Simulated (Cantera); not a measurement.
A perfectly stirred reactor is fed with 29.5 % H2, 14.7 % O2, 55.4 % N2, 0.412 % NO, at 1.01 bar; it is adiabatic with a 475 K inlet, and is followed from long to short residence time, starting on the burning branch (τ in s: 0.07, 0.034, 0.016, 0.0077, 0.0037, 0.0018, 0.00085, 0.00041, 0.00019, 9.3e-05, 4.5e-05, 2.1e-05, 1e-05).

Detailed kinetics in Cantera: GRI-Mech 3.0 (53 species, 325 reactions). The mechanism lacks 2 NO + O2 → 2 NO2 and HONO, so NO2 and the effect of NO are under-described below about 1400 K.

**Question.** Predict: blow-out, bracketed by the residence times tried; x(H2) at τ = 70.0 ms; x(O2) at τ = 70.0 ms; x(NO) at τ = 70.0 ms; x(O) at τ = 70.0 ms; x(HO2) at τ = 70.0 ms; x(H2) at τ = 0.850 ms; x(O2) at τ = 0.850 ms; x(NO) at τ = 0.850 ms; x(O) at τ = 0.850 ms; x(HO2) at τ = 0.850 ms.

**Answer.** 
```
Quantity                                                                      Result
------------------------------------------------  ----------------------------------
blow-out, bracketed by the residence times tried  burning at 21.0 µs, out at 10.0 µs
x(H2) at τ = 70.0 ms                                                          0.0193
x(O2) at τ = 70.0 ms                                                         0.00774
x(NO) at τ = 70.0 ms                                                         0.00388
x(O) at τ = 70.0 ms                                                          0.00115
x(HO2) at τ = 70.0 ms                                                        2.00e-6
x(H2) at τ = 0.850 ms                                                         0.0356
x(O2) at τ = 0.850 ms                                                         0.0152
x(NO) at τ = 0.850 ms                                                        0.00455
x(O) at τ = 0.850 ms                                                         0.00427
x(HO2) at τ = 0.850 ms                                                       5.14e-6
```
